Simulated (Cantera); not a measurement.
# Silicon oxide and oxynitride deposition: SiCl₄ + O₂ + H₂

Input: 1 mol SiCl₄, 3.3 mol O₂, 1.4 mol H₂, equilibrated at 0.000210 bar.

Method: chemical equilibrium by Gibbs-energy minimisation in Cantera with the NASA 1993 tables (ideal gas, pure condensed phases). Candidate condensed phases: H₂O, Si, SiO₂; 30 gas species. The tables hold silica as quartz up to 1696 K and as liquid above; real silica turns to tridymite and cristobalite and melts near 1996 K. The numbers say what is thermodynamically allowed, not how fast it happens.

```csv
T (K),x HCl,x O₂,x Cl,x Cl₂,x H₂O,x ClO,x OH,n SiO₂(α-quartz),n SiO₂(β-quartz)
775,0.434,0.394,0.000132,0.139,0.0325,1.63e-7,2.20e-9,1.00,0
850,0.459,0.398,0.000679,0.124,0.0183,6.20e-7,1.53e-8,0,1.00
925,0.472,0.400,0.00271,0.115,0.0107,1.92e-6,7.52e-8,0,1.00
1000,0.478,0.400,0.00878,0.107,0.00659,5.00e-6,2.88e-7,0,1.00
1075,0.478,0.397,0.0237,0.0968,0.00443,1.11e-5,9.23e-7,0,1.00
1150,0.472,0.392,0.0533,0.0794,0.00341,2.10e-5,2.64e-6,0,1.00
1225,0.461,0.383,0.0982,0.0544,0.00321,3.30e-5,7.22e-6,0,1.00
1300,0.448,0.373,0.146,0.0290,0.00401,4.24e-5,2.01e-5,0,1.00
```
x: gas mole fraction; n: condensed amount in mol.

At 775 K the condensed part is SiO₂(α-quartz). From 850 K to 1300 K the condensed part is SiO₂(β-quartz).
